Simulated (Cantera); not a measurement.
An isothermal, constant-pressure homogeneous reactor starts with 7.17 % H₂, 8.44 % O₂, 84.4 % N₂, at 1273 K and 0.240 bar.

Computed with Cantera and GRI-Mech 3.0 (53 species, 325 reactions). The temperature is held fixed by assumption; the heat of reaction is taken as removed at once.

One state of this run: x H₂ = 5.50e-8; x O₂ = 0.0503; x NO = 8.53e-6; x H₂O₂ = 5.43e-10; x O = 7.64e-8; x H₂O = 0.0744; x H = 5.21e-10. x: mole fraction; the columns are a selection and need not sum to one.

Which value of t (s) does it belong to?
A. 100
B. 12.1
C. 4.21
D. 1.46

D, 1.46
